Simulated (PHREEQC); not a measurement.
## Arsenic or selenium liquor: speciation

Solution (25 °C): 0.0062 mol/kgw H2SeO4, 0.0016 mol/kgw H2SO4 and 0.022 mol/kgw NaCl. It is in equilibrium with CO2 at log p = -3.5 (atm). Otherwise closed; pH follows from the charge balance.

All values are PHREEQC results (ion-association model, wateq4f.dat), not measurements.

Each row changes one thing in this solution. Precipitation was switched off in this run.

| case | pH | ionic strength (mol/kgw) | SeO4-2 (mol/kgw) | HSeO4- (mol/kgw) | SO4-2 (mol/kgw) | HSO4- (mol/kgw) |
|---|---|---|---|---|---|---|
| as made | 1.93 | 0.0411 | 0.00474 | 0.00146 | 0.000932 | 0.000618 |
| H2SO4 from 0.0016 to 0.00144 mol/kgw | 1.94 | 0.0408 | 0.00476 | 0.00144 | 0.000844 | [?] |
| H2SO4 from 0.0016 to 0.00176 mol/kgw | 1.93 | 0.0415 | 0.00473 | 0.00147 | [?] | 0.000687 |
| H2SeO4 from 0.0062 to 0.031 mol/kgw | 1.39 | 0.0880 | 0.0162 | 0.0148 | 0.000531 | 0.00105 |
| 0.0015 mol/kgw HCl added | 1.89 | 0.0424 | 0.00464 | 0.00156 | 0.000900 | 0.000652 |
| NaCl left out | 1.93 | 0.0187 | 0.00456 | 0.00164 | 0.000901 | 0.000699 |
| 0.001 mol/kgw NH3 added | 1.96 | 0.0413 | [?] | 0.00138 | 0.000953 | 0.000590 |
| diluted 10-fold with water | 2.85 | 0.00444 | 0.000589 | 3.08e-5 | [?] | 1.59e-5 |

Question: Some entries are withheld; supply them.

Answer: 
- H2SO4 from 0.0016 to 0.00144 mol/kgw, HSO4- (mol/kgw): 0.000551
- H2SO4 from 0.0016 to 0.00176 mol/kgw, SO4-2 (mol/kgw): 0.00102
- 0.001 mol/kgw NH3 added, SeO4-2 (mol/kgw): 0.00482
- diluted 10-fold with water, SO4-2 (mol/kgw): 0.000143
